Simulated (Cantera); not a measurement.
A perfectly stirred reactor is fed with H2 : O2 : N2 : H2O = 0.66 : 0.806 : 3.15 : 0.17 (molar parts), at 4.50 bar; it is adiabatic with a 750 K inlet, and is followed from long to short residence time, starting on the burning branch (τ in s: 0.27, 0.11, 0.044, 0.018, 0.0073, 0.0029, 0.0012, 0.00048, 0.00019, 7.9e-05, 3.2e-05).

Detailed kinetics in Cantera: GRI-Mech 3.0 (53 species, 325 reactions). The hydrogen kinetics of GRI-Mech 3.0 are dated; newer H2 mechanisms differ, most at raised pressure.

x: mole fraction; the columns are a selection and need not sum to one.

```json
[
 {"τ (s)": "0.27", "T (K)": "1762", "x H2": "2.06e-5", "x O2": "0.107", "x H2O": "0.186", "x O": "?", "x N2O": "3.65e-7", "x H": "6.65e-7", "x NO2": "6.66e-8"},
 {"τ (s)": "0.11", "T (K)": "1762", "x H2": "3.31e-5", "x O2": "0.107", "x H2O": "0.186", "x O": "?", "x N2O": "4.65e-7", "x H": "1.06e-6", "x NO2": "4.32e-8"},
 {"τ (s)": "0.044", "T (K)": "1761", "x H2": "5.82e-5", "x O2": "0.107", "x H2O": "0.186", "x O": "?", "x N2O": "6.65e-7", "x H": "2.05e-6", "x NO2": "3.63e-8"},
 {"τ (s)": "0.018", "T (K)": "1760", "x H2": "0.000104", "x O2": "0.107", "x H2O": "0.186", "x O": "?", "x N2O": "9.95e-7", "x H": "4.42e-6", "x NO2": "3.76e-8"},
 {"τ (s)": "0.0073", "T (K)": "1758", "x H2": "0.000189", "x O2": "0.107", "x H2O": "0.185", "x O": "?", "x N2O": "1.46e-6", "x H": "1.02e-5", "x NO2": "4.22e-8"},
 {"τ (s)": "0.0029", "T (K)": "1755", "x H2": "0.000347", "x O2": "0.106", "x H2O": "0.185", "x O": "?", "x N2O": "1.94e-6", "x H": "2.49e-5", "x NO2": "4.45e-8"},
 {"τ (s)": "0.0012", "T (K)": "1750", "x H2": "0.000622", "x O2": "0.106", "x H2O": "0.184", "x O": "?", "x N2O": "2.17e-6", "x H": "5.90e-5", "x NO2": "4.04e-8"},
 {"τ (s)": "0.00048", "T (K)": "1741", "x H2": "0.00114", "x O2": "0.106", "x H2O": "0.183", "x O": "?", "x N2O": "2.08e-6", "x H": "0.000144", "x NO2": "3.18e-8"},
 {"τ (s)": "0.00019", "T (K)": "1726", "x H2": "0.00208", "x O2": "0.106", "x H2O": "0.182", "x O": "?", "x N2O": "1.76e-6", "x H": "0.000353", "x NO2": "2.42e-8"},
 {"τ (s)": "7.9e-5", "T (K)": "1703", "x H2": "0.00370", "x O2": "0.106", "x H2O": "0.179", "x O": "?", "x N2O": "1.39e-6", "x H": "0.000803", "x NO2": "2.00e-8"},
 {"τ (s)": "3.2e-5", "T (K)": "1662", "x H2": "0.00675", "x O2": "0.107", "x H2O": "0.175", "x O": "?", "x N2O": "1.01e-6", "x H": "0.00179", "x NO2": "1.74e-8"}
]
```

### Question
What belongs in the gaps?

### Answer

- 0.27, x O: 1.71e-5
- 0.11, x O: 2.23e-5
- 0.044, x O: 3.33e-5
- 0.018, x O: 5.45e-5
- 0.0073, x O: 9.48e-5
- 0.0029, x O: 0.000172
- 0.0012, x O: 0.000308
- 0.00048, x O: 0.000563
- 0.00019, x O: 0.00102
- 7.9e-5, x O: 0.00174
- 3.2e-5, x O: 0.00284
